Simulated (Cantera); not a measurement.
An adiabatic, constant-pressure homogeneous reactor starts with CO : H₂ : CH₄ : O₂ : N₂ = 1 : 0.63 : 0.062 : 1.01 : 3.8 (molar parts), equivalence ratio 0.93, at 1800 K and 1600000 Pa. Integrator tolerance rtol = 1e-08.

Model: GRI-Mech 3.0 (53 species, 325 reactions), integrated in Cantera. The pressure lies above the range GRI-Mech 3.0 was tuned for (to about 10 atm). Above 3000 K some thermodynamic fits are extrapolated.

Task: What does this change do: pressure from 1600000 Pa to 120000 Pa?

Result: 
```json
[
 {"quantity": "time of steepest temperature rise", "before": "0.629 µs", "after": "7.06 µs"},
 {"quantity": "temperature at 0.300 s", "before": "3077 K", "after": "2857 K"},
 {"quantity": "equilibrium temperature", "before": "3077 K", "after": "2857 K"},
 {"quantity": "x(CO) at 0.300 s", "before": "0.0669 (gas-phase equilibrium 0.0669)", "after": "0.0814 (gas-phase equilibrium 0.0814)"},
 {"quantity": "x(H₂) at 0.300 s", "before": "0.00842 (gas-phase equilibrium 0.00842)", "after": "0.0117 (gas-phase equilibrium 0.0117)"},
 {"quantity": "x(CH₄) at 0.300 s", "before": "<1e-12 (gas-phase equilibrium <1e-12)", "after": "<1e-12 (gas-phase equilibrium <1e-12)"},
 {"quantity": "x(NO₂) at 0.300 s", "before": "1.61e-5 (gas-phase equilibrium 1.61e-5)", "after": "4.81e-6 (gas-phase equilibrium 4.81e-6)"},
 {"quantity": "x(CH₂O) at 0.300 s", "before": "3.66e-9 (gas-phase equilibrium 3.66e-9)", "after": "4.62e-10 (gas-phase equilibrium 4.62e-10)"}
]
```

Task: What does this change do: initial temperature 1800 to 1700 K?

Result: 
```json
[
 {"quantity": "time of steepest temperature rise", "before": "0.629 µs", "after": "0.847 µs"},
 {"quantity": "temperature at 0.300 s", "before": "3077 K", "after": "3039 K"},
 {"quantity": "equilibrium temperature", "before": "3077 K", "after": "3039 K"},
 {"quantity": "x(CO) at 0.300 s", "before": "0.0669 (gas-phase equilibrium 0.0669)", "after": "0.0624 (gas-phase equilibrium 0.0624)"},
 {"quantity": "x(H₂) at 0.300 s", "before": "0.00842 (gas-phase equilibrium 0.00842)", "after": "0.00774 (gas-phase equilibrium 0.00774)"},
 {"quantity": "x(CH₄) at 0.300 s", "before": "<1e-12 (gas-phase equilibrium <1e-12)", "after": "<1e-12 (gas-phase equilibrium <1e-12)"},
 {"quantity": "x(NO₂) at 0.300 s", "before": "1.61e-5 (gas-phase equilibrium 1.61e-5)", "after": "1.52e-5 (gas-phase equilibrium 1.52e-5)"},
 {"quantity": "x(CH₂O) at 0.300 s", "before": "3.66e-9 (gas-phase equilibrium 3.66e-9)", "after": "3.13e-9 (gas-phase equilibrium 3.13e-9)"}
]
```
